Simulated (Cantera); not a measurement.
An isothermal, constant-pressure homogeneous reactor starts with NH₃ : N₂ : H₂ = 1 : 0.16 : 0.0054 (molar parts), at 2350 K and 1.40 bar.

Model: the gas-phase N/H chemistry of the illustrative SiF4/NH3 mechanism in the Surface Chemkin manual (1991), integrated in Cantera. Walls and surfaces, which speed up NH3 decomposition in real reactors, are not modelled.

x: mole fraction; the columns are a selection and need not sum to one.

| t (s) | x NH₃ | x H₂ | x N | x NH₂ | x NH |
|---|---|---|---|---|---|
| 4.00e-6 | 0.854 | 0.00600 | 7.91e-8 | 0.00246 | 1.68e-5 |
| 1.31e-5 | 0.845 | 0.0116 | 5.25e-7 | 0.00555 | 6.31e-5 |
| 4.29e-5 | 0.811 | 0.0385 | 1.66e-6 | 0.00575 | 8.54e-5 |
| 0.000141 | 0.713 | 0.118 | 4.12e-6 | 0.00472 | 0.000101 |
| 0.000461 | 0.488 | 0.299 | 7.08e-6 | 0.00331 | 0.000106 |
| 0.00151 | 0.179 | 0.549 | 8.84e-6 | 0.00160 | 8.32e-5 |
| 0.00494 | 0.0122 | 0.681 | 9.05e-6 | 0.000255 | 3.39e-5 |
| 0.0162 | … | 0.688 | … | … | … |
| 0.0530 | 3.73e-5 | 0.688 | 2.13e-7 | 1.53e-6 | 4.03e-7 |
| 0.174 | 1.11e-5 | 0.688 | 6.33e-8 | 4.55e-7 | 1.20e-7 |
| 0.569 | 5.72e-6 | 0.688 | 3.26e-8 | 2.34e-7 | 6.19e-8 |
| 1.86 | 5.42e-6 | 0.688 | 3.09e-8 | 2.22e-7 | 5.86e-8 |
| 6.11 | 5.42e-6 | 0.688 | 3.09e-8 | 2.22e-7 | 5.86e-8 |
| 20.0 | 5.42e-6 | 0.688 | 3.09e-8 | 2.22e-7 | 5.86e-8 |

**Question.** Some entries are withheld; supply them.

**Answer.** 
- 0.0162, x NH₃: 0.000192
- 0.0162, x N: 1.08e-6
- 0.0162, x NH₂: 7.84e-6
- 0.0162, x NH: 2.06e-6
